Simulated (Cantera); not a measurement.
Charge: 1 mol SiCl4, 0.84 mol Cl2, 8.6 mol H2, held at 5.70 bar.

Equilibrium computed with Cantera from the NASA thermochemical tables; the gas is ideal and each condensed phase is pure. Candidate condensed phases: Si; 19 gas species. The tables' values for SiCl3 are old estimates; treat these amounts as uncertain. Equilibrium is a limit: real reactors are often held back by kinetics, nucleation or transport.

x: gas mole fraction; nothing condenses.

| T (K) | x H2 | x HCl | x SiCl4 | x SiHCl3 | x SiCl3 | x SiCl2 | x SiH2Cl2 |
|---|---|---|---|---|---|---|---|
| 898 | 0.742 | 0.162 | 0.0946 | 0.00120 | 2.36e-6 | 2.85e-9 | … |
| 948 | 0.741 | 0.163 | 0.0938 | 0.00192 | 8.04e-6 | 2.33e-8 | … |
| 998 | 0.740 | 0.164 | 0.0928 | 0.00291 | 2.40e-5 | 1.52e-7 | … |
| 1048 | 0.739 | 0.165 | 0.0915 | 0.00419 | 6.39e-5 | 8.18e-7 | … |
| 1098 | 0.737 | 0.167 | 0.0898 | 0.00577 | 0.000154 | 3.72e-6 | … |
| 1148 | 0.735 | 0.169 | 0.0877 | 0.00765 | 0.000340 | 1.45e-5 | … |
| 1198 | 0.733 | 0.172 | 0.0851 | 0.00977 | 0.000692 | 4.97e-5 | … |
| 1248 | 0.729 | 0.175 | 0.0820 | 0.0120 | 0.00131 | 0.000151 | … |
| 1298 | 0.726 | 0.179 | 0.0782 | 0.0143 | 0.00231 | 0.000408 | … |
| 1348 | 0.721 | 0.184 | 0.0737 | 0.0164 | 0.00382 | 0.000995 | … |
| 1398 | 0.715 | 0.190 | 0.0684 | 0.0181 | 0.00591 | 0.00218 | … |
| 1448 | 0.707 | 0.198 | 0.0621 | 0.0190 | 0.00855 | 0.00433 | … |
| 1498 | 0.698 | 0.207 | 0.0550 | 0.0191 | 0.0116 | 0.00774 | … |
| 1548 | 0.688 | 0.218 | 0.0473 | 0.0182 | 0.0146 | 0.0126 | … |

Question: Complete the blanks.

Answer: 
- 898, x SiH2Cl2: 1.45e-6
- 948, x SiH2Cl2: 3.99e-6
- 998, x SiH2Cl2: 9.80e-6
- 1048, x SiH2Cl2: 2.18e-5
- 1098, x SiH2Cl2: 4.44e-5
- 1148, x SiH2Cl2: 8.36e-5
- 1198, x SiH2Cl2: 0.000146
- 1248, x SiH2Cl2: 0.000240
- 1298, x SiH2Cl2: 0.000369
- 1348, x SiH2Cl2: 0.000532
- 1398, x SiH2Cl2: 0.000718
- 1448, x SiH2Cl2: 0.000901
- 1498, x SiH2Cl2: 0.00105
- 1548, x SiH2Cl2: 0.00115
